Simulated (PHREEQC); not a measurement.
AlCl3 is added in steps, without added water, to 1 kg of water holding 0.018 mol CdCl2 and 0.28 mol NaCl, at 20 °C. O2 is buffered at 0.21 atm. CO2 from the air is kept out. The run lets Al(OH)3(a), Halite, Cd(OH)2 precipitate or redissolve, and no other solid.

Base run: PHREEQC, ion-association model, phreeqc.dat. Each further column changes one thing. The table gives CdCl3- (mol/kgw).

```tsv
AlCl3 added (mol)	base	NaCl from 0.28 to 0.42 mol/kgw	temperature from 20 to 40 °C	temperature from 20 to 35 °C	no solid may form
0	0.000969	0.00168	0.00131	0.00122	0.000969
0.04	0.00153	0.00228	0.00203	0.00190	0.00153
0.09333	0.00234	0.00307	0.00304	0.00286	0.00234
0.1333	0.00294	0.00364	0.00376	0.00355	0.00294
0.1867	0.00371	0.00436	0.00467	0.00443	0.00371
0.2267	0.00425	0.00487	0.00528	0.00503	0.00425
0.28	0.00492	0.00548	0.00603	0.00576	0.00492
0.32	0.00538	0.00591	0.00653	0.00625	0.00538
```

The ionic strength passes 0.7 mol/kgw, the rough limit of the ion-association models, in part of: base; NaCl from 0.28 to 0.42 mol/kgw; temperature from 20 to 40 °C; temperature from 20 to 35 °C; no solid may form. Away from 25 °C the constants follow the database's enthalpies or fits; those with neither stay at their 25 °C values.
